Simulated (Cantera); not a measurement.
An adiabatic, constant-pressure homogeneous reactor starts with CH₄ : O₂ : N₂ = 1 : 2.44 : 21.2 (molar parts), at 1000 K and 9.87 atm.

Computed with Cantera and GRI-Mech 3.0 (53 species, 325 reactions).

**Question.** Predict: time of steepest temperature rise; temperature at 6.00 s; equilibrium temperature; x(O₂) at 6.00 s; x(NO₂) at 6.00 s; x(CO₂) at 6.00 s.

**Answer.** 
```json
{
 "time_of_steepest_temperature_rise": "0.157 s",
 "temperature at 6.00 s": "1887 K",
 "equilibrium_temperature": "1886 K",
 "x(O₂) at 6.00 s": "0.0172 (gas-phase equilibrium 0.0170)",
 "x(NO₂) at 6.00 s": "2.25e-6 (gas-phase equilibrium 3.11e-6)",
 "x(CO₂) at 6.00 s": "0.0405 (gas-phase equilibrium 0.0405)"
}
```
